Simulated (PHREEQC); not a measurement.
Synthetic water in mmol/kgw, 38 °C, pH 6.4, pe 0.8: Na 198; K 0.147; Ca 4.65; Mg 24; Cl 195; S(6) 24.1; Alkalinity (meq/kgw) 0.0178; F 0.0787.

Valence states are taken as typed.

Equilibrium calculation in PHREEQC: ion-association model, wateq4f.dat.

| quantity | before | after |
|---|---|---|
| ionic strength (mol/kgw) | 0.268 | 0.291 |
| Mg+2 (mol/kgw) | 0.0180 | 0.0143 |
| SO4-2 (mol/kgw) | 0.0136 | 0.0295 |
| MgSO4 (mol/kgw) | 0.00598 | 0.00971 |
| Ca+2 (mol/kgw) | 0.00383 | 0.00324 |
| SI of Gypsum (CaSO4:2H2O) | -0.83 | -0.59 |
| SI of Fluorite (CaF2) | -1.40 | -1.42 |

Q: Name the change that produced these shifts.
A. S(6) from 24.1 to 48.2 mmol/kgw
B. temperature from 38 to 20 °C at the same typed pH
C. pH from 6.4 to 7.4 at the same alkalinity
D. pH from 6.4 to 6.7 at the same alkalinity

A: A, S(6) from 24.1 to 48.2 mmol/kgw

This is a speciation only: nothing precipitates in the calculation. At this temperature some constants are extrapolated from 25 °C, and those without enthalpy data are left unchanged.
